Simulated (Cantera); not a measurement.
Transport properties of process gases

Gas mixture: NH₃ : H₂ = 0.65 : 0.16 (molar parts), at 1000000 Pa, frozen composition.

Cantera's kinetic-theory transport with the Lennard-Jones parameters of GRI-Mech 3.0, ideal gas; thermal conductivity in the multicomponent form. Polar gases are described roughly by these parameters. The composition is frozen, though it would react at the higher temperatures.

| T (K) | ρ (kg/m³) | cp (J/kg/K) | μ (µPa s) | λ (mW/m/K) | Pr | D (cm²/s) O | D (cm²/s) H | D (cm²/s) CH₄ |
|---|---|---|---|---|---|---|---|---|
| 400 | 4.23 | 2616 | 14.0 | 65.6 | 0.560 | 0.0702 | 0.228 | 0.0453 |
| 550 | 3.08 | 2903 | 19.2 | 94.4 | 0.591 | 0.125 | 0.411 | 0.0820 |
| 700 | 2.42 | 3176 | 24.2 | 125 | 0.615 | 0.190 | 0.634 | 0.127 |
| 850 | 1.99 | 3418 | 28.9 | 157 | 0.630 | 0.266 | 0.892 | 0.179 |
| 1000 | 1.69 | 3649 | 33.3 | 189 | 0.643 | 0.351 | 1.18 | 0.238 |
| 1150 | 1.47 | 3851 | 37.5 | 222 | 0.651 | 0.445 | 1.50 | 0.303 |
| 1300 | 1.30 | 4032 | 41.5 | 254 | 0.657 | 0.547 | 1.85 | 0.373 |
D: mixture-averaged diffusion coefficient of that species in the mixture.
